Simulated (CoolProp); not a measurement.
Vapour-liquid equilibrium of R114 (1) + benzene (2) at 0.151 MPa; x and y are mole fractions of (1).

The numbers come from the multi-fluid Helmholtz-energy mixture model, Platzer 1990 and Thol 2012; pair parameters Bell 2016 in CoolProp. This equation is an older, rougher fit; its heat capacities, sound speeds and derivatives of the liquid may be far off and weren't checked against measurements.

```json
[
 {"x": "0.05", "bubble temperature, mixture model (°C)": "68.7", "bubble temperature, Raoult's law (°C)": "82.1", "y, mixture model": "0.544", "y, Raoult's law": "0.323"},
 {"x": "0.15", "bubble temperature, mixture model (°C)": "44.4", "bubble temperature, Raoult's law (°C)": "64.9", "y, mixture model": "0.822", "y, Raoult's law": "0.651"},
 {"x": "0.25", "bubble temperature, mixture model (°C)": "34.6", "bubble temperature, Raoult's law (°C)": "52.9", "y, mixture model": "0.889", "y, Raoult's law": "0.799"},
 {"x": "0.35", "bubble temperature, mixture model (°C)": "29.6", "bubble temperature, Raoult's law (°C)": "43.9", "y, mixture model": "0.916", "y, Raoult's law": "0.877"},
 {"x": "0.45", "bubble temperature, mixture model (°C)": "26.6", "bubble temperature, Raoult's law (°C)": "36.9", "y, mixture model": "0.931", "y, Raoult's law": "0.922"},
 {"x": "0.55", "bubble temperature, mixture model (°C)": "24.3", "bubble temperature, Raoult's law (°C)": "31.2", "y, mixture model": "0.942", "y, Raoult's law": "0.950"},
 {"x": "0.65", "bubble temperature, mixture model (°C)": "22.2", "bubble temperature, Raoult's law (°C)": "26.5", "y, mixture model": "0.952", "y, Raoult's law": "0.968"},
 {"x": "0.75", "bubble temperature, mixture model (°C)": "20.2", "bubble temperature, Raoult's law (°C)": "22.5", "y, mixture model": "0.963", "y, Raoult's law": "0.981"},
 {"x": "0.85", "bubble temperature, mixture model (°C)": "18.1", "bubble temperature, Raoult's law (°C)": "19.0", "y, mixture model": "0.976", "y, Raoult's law": "0.991"},
 {"x": "0.95", "bubble temperature, mixture model (°C)": "15.7", "bubble temperature, Raoult's law (°C)": "15.9", "y, mixture model": "0.991", "y, Raoult's law": "0.997"}
]
```

The largest gap from Raoult's law is -20.5 K in bubble temperature, at x = 0.15. No azeotrope shows between x = 0.05 and 0.95.

Pair parameters are fitted to limited data, so mixtures are less certain than the pure fluids. With so large a gap from Raoult's law the liquid may split in two, which this calculation doesn't test in full.
